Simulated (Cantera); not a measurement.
Cantera with NASA thermochemical tables; ideal gases at 1 bar, condensed phases pure. Values are per mole of reaction as written; species without (g) are pure solids or liquids, kept so even where they would boil at 1 bar. TaC: taken at fixed stoichiometry.

Problem. Between 875 and 1875 K, where is each reaction favourable under standard conditions?
- CO₂(g) + 9 TaO₂(g) ⇌ 4 Ta₂O₅ + TaC
- 2 Ta₂O₅ + 9 C ⇌ 4 TaC + 5 CO₂(g)

Solution. 
- CO₂(g) + 9 TaO₂(g) ⇌ 4 Ta₂O₅ + TaC: ΔG° is -4332 kJ at 875 K and -2502 kJ at 1875 K; it stays negative (K > 1). ΔH° is -5776 kJ and ΔS° -1746 J/K at 1875 K.
- 2 Ta₂O₅ + 9 C ⇌ 4 TaC + 5 CO₂(g): ΔG° is 773 kJ at 875 K and -41 kJ at 1875 K; it changes sign between 1675 and 1875 K. ΔH° is 1432 kJ and ΔS° 786 J/K at 1875 K.
